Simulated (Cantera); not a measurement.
**Cu₂O + CH₄ + CO + C (carbothermic reduction)**

Feed: 1 mol Cu₂O, 2.5 mol CH₄, 0.013 mol CO, 2.3 mol C, equilibrated at 0.000160 bar.

Equilibrium computed with Cantera from the NASA thermochemical tables; the gas is ideal and each condensed phase is pure. Candidate condensed phases: C, C₆H₆, C₇H₈, C₈H₁₈, Cu, CuO, Cu(OH)₂, Cu₂O, H₂O; 113 gas species. Equilibrium is a limit: real reactors are often held back by kinetics, nucleation or transport.

```csv
T (°C),log p H₂,log p H,log p Cu,log p CO,log p C₂H₂ (acetylene),n C(graphite)
1452,-4.01,-5.73,-4.40,-4.70,-8.04,3.80
1502,-4.01,-5.54,-4.40,-4.70,-7.86,3.80
1552,-4.02,-5.36,-4.40,-4.70,-7.68,3.80
1602,-4.02,-5.20,-4.41,-4.70,-7.52,3.80
1652,-4.03,-5.04,-4.41,-4.71,-7.37,3.80
1702,-4.05,-4.89,-4.42,-4.71,-7.24,3.79
1752,-4.07,-4.75,-4.42,-4.72,-7.11,3.79
1802,-4.10,-4.62,-4.43,-4.73,-7.00,3.79
1852,-4.13,-4.50,-4.44,-4.74,-6.90,3.79
1902,-4.17,-4.40,-4.46,-4.75,-6.82,3.78
1952,-4.23,-4.30,-4.47,-4.77,-6.76,3.78
2002,-4.30,-4.22,-4.49,-4.78,-6.72,3.77
```
log p: log10 of the partial pressure in bar; n: condensed amount in mol.

From 1452 °C to 2002 °C the condensed part is C(graphite). The main Cu-bearing gas is Cu throughout.
